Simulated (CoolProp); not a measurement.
Properties of sulfur dioxide along the isotherm 525 K.

Values from CoolProp's reference Helmholtz-energy equation of state, Gao 2016.

| p (kPa) | phase | cp (kJ/(kg K)) | speed of sound (m/s) | isothermal compressibility (1/MPa) | expansivity (1/kK) | fugacity coefficient |
|---|---|---|---|---|---|---|
| 739 | gas | 0.7542 | 285.0 | 1.375 | 2.024 | 0.9842 |
| 1480 | gas | 0.7725 | 282.5 | 0.6985 | 2.153 | 0.9684 |
| 2220 | gas | 0.7923 | 280.0 | 0.4740 | 2.291 | ___ |
| 2960 | gas | 0.8137 | 277.5 | 0.3621 | 2.441 | 0.9374 |
| 3700 | gas | 0.8369 | 275.0 | 0.2953 | 2.604 | 0.9222 |
| 4440 | gas | 0.8621 | 272.6 | 0.2510 | 2.780 | 0.9071 |
| 5180 | gas | ___ | 270.3 | 0.2196 | 2.970 | 0.8921 |
| 5910 | gas | 0.9191 | 268.0 | 0.1965 | 3.174 | 0.8775 |
| 6650 | gas | 0.9517 | 265.8 | 0.1784 | 3.397 | 0.8629 |
| 7390 | gas | 0.9872 | 263.8 | 0.1641 | 3.639 | 0.8485 |
| 8130 | supercritical | ___ | 261.8 | 0.1525 | 3.901 | 0.8342 |
| 8870 | supercritical | 1.068 | 260.1 | 0.1429 | 4.183 | 0.8201 |
| 9610 | supercritical | 1.114 | 258.5 | 0.1349 | 4.486 | 0.8062 |
| 10400 | supercritical | 1.167 | 257.0 | 0.1275 | ___ | 0.7916 |
| 11100 | supercritical | 1.218 | 255.9 | 0.1219 | 5.160 | 0.7789 |
| 11800 | supercritical | 1.272 | 255.1 | 0.1168 | 5.503 | 0.7663 |

Problem. Some entries are withheld; supply them.

Solution. 
- 2220, fugacity coefficient: 0.9528
- 5180, cp (kJ/(kg K)): 0.8896
- 8130, cp (kJ/(kg K)): 1.026
- 10400, expansivity (1/kK): 4.833
